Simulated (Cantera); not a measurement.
Feed: 1 mol B, a varied amount of N2, at 2423 K and 11.0 Pa.

Equilibrium computed with Cantera from the NASA thermochemical tables; the gas is ideal and each condensed phase is pure. Candidate condensed phases: B, BN; 5 gas species. Rates play no part.

Question: Which condensed phases are stable at each of these points (n(N2) (mol)): 1.5, 1.8, 2.3, 2.9, 3.6, 4.5, 5.7, 7.1, 8.9, 11, 14?

Answer: 
| n(N2) (mol) | condensed phases | B condensed (%) |
|---|---|---|
| 1.5 | B(l) | 12.4 |
| 1.8 | gas only | 0.0 |
| 2.3 | gas only | 0.0 |
| 2.9 | gas only | 0.0 |
| 3.6 | gas only | 0.0 |
| 4.5 | gas only | 0.0 |
| 5.7 | gas only | 0.0 |
| 7.1 | gas only | 0.0 |
| 8.9 | gas only | 0.0 |
| 11 | gas only | 0.0 |
| 14 | gas only | 0.0 |

At 1.5 mol N2 the condensed part is B(l). From 1.8 mol N2 to 14 mol N2 nothing is condensed.
